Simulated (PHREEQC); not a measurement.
A PHREEQC input (ion-association model, phreeqc.dat):

```
SOLUTION 1
  temp 37
  units mg/L
  pH 6.57
  pe 8.5
  Na 0.0108
  K 0.000446
  Ca 0.0216
  Mg 0.00298
  Cl 0.0254
  S(6) 0.0204 as SO4
  Alkalinity 0.0405 as HCO3
  Zn 1.53e-05
END
USE solution 1
EQUILIBRIUM_PHASES 1
  CO22(g) -2.5 10
END
```

It stops with these messages:

```
ERROR: Phase not found in database, CO22(g).
ERROR: Calculations terminating due to input errors.
```

The fault: the phase CO2(g) misspelt. The line should read `CO2(g)` where the input has `CO22(g)`. With the mend the run ends at pH 5.22 and ionic strength 8.68e-6 mol/kgw.
